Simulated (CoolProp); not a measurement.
Computed with CoolProp (reference Helmholtz-energy equation of state, Lemmon 2006). It is a short technical equation, of lower accuracy than the large ones.

For acetone, give the phase and the Z, cp (kJ/(kg K)), speed of sound (m/s) at 550 K and 7.04 MPa.


- 550 K and 7.04 MPa: supercritical; Z 0.422, cp 5.41, speed of sound 169
